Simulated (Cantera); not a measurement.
An adiabatic, constant-pressure homogeneous reactor starts with CH4 : CO : O2 : N2 = 1 : 1.4 : 1.29 : 14.1 (molar parts), at 1375 K and 1.00 atm.

Computed with Cantera and GRI-Mech 3.0 (53 species, 325 reactions).

Predict: time of steepest temperature rise; temperature at 2.00 s; equilibrium temperature; x(CO) at 2.00 s; x(O2) at 2.00 s; x(HCN) at 2.00 s.


```
Item                                                                Result
---------------------------------  ---------------------------------------
time of steepest temperature rise                                  21.6 ms
temperature at 2.00 s                                               2012 K
equilibrium temperature                                             2012 K
x(CO) at 2.00 s                        0.103 (gas-phase equilibrium 0.103)
x(O2) at 2.00 s                    1.41e-7 (gas-phase equilibrium 1.41e-7)
x(HCN) at 2.00 s                   4.72e-8 (gas-phase equilibrium 3.72e-8)
```
